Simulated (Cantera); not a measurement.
A closed system holds: 1 mol Si3N4, 0.015 mol Si, 0.04 mol N2, at 2750 K and 4.70 Pa.

Cantera equilibrium calculation (NASA polynomials, part measured and part estimated; ideal gas, pure solids and liquids). Candidate condensed phases: Si, Si3N4; 7 gas species. The tables' values for SiN are old estimates; treat these amounts as uncertain. Equilibrium is a limit: real reactors are often held back by kinetics, nucleation or transport.

Base state: Si 0.596, N2 0.403, N 0.000223, SiN 0.000186, Si2 2.40e-5 (mole fractions); condensed: gas only.

Question: What changes in the equilibrium state with this change: 0.02 mol CO2 added?

Answer: 
```
species    before     after
-------  --------  --------
Si          0.596     0.590
N2          0.403     0.402
SiO             0   0.00395
CO              0   0.00393
Si2       2.40e-5   2.35e-5
SiN      0.000186  0.000183
```
Further candidate phases: C, SiC, SiO2, Si2N2O.
